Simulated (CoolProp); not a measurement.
Properties of dodecamethylcyclohexasiloxane (D6) along the isotherm 620 K.

The numbers come from the reference Helmholtz-energy equation of state, Colonna 2008 in CoolProp. It is a short technical equation, of lower accuracy than the large ones.

| p (MPa) | phase | Z | cv (kJ/(kg K)) | Joule-Thomson coefficient (K/MPa) | isothermal compressibility (1/MPa) |
|---|---|---|---|---|---|
| 0.0534 | gas | 0.9730 | 1.939 | 10.07 | (withheld) |
| 0.107 | gas | 0.9452 | 1.940 | 10.51 | 9.899 |
| 0.16 | gas | 0.9172 | 1.941 | 11.01 | 6.835 |
| 0.214 | gas | 0.8878 | 1.942 | 11.59 | 5.295 |
| 0.267 | gas | 0.8580 | 1.943 | 12.26 | (withheld) |
| 0.32 | gas | 0.8272 | 1.944 | 13.05 | 3.841 |
| 0.374 | gas | 0.7945 | 1.946 | 14.03 | 3.454 |
| 0.427 | gas | 0.7608 | 1.948 | 15.23 | 3.202 |
| 0.481 | gas | 0.7243 | (withheld) | 16.80 | 3.047 |

Problem. Some entries are withheld; supply them.

Solution. 
- 0.0534, isothermal compressibility (1/MPa): 19.25
- 0.267, isothermal compressibility (1/MPa): 4.410
- 0.481, cv (kJ/(kg K)): 1.951
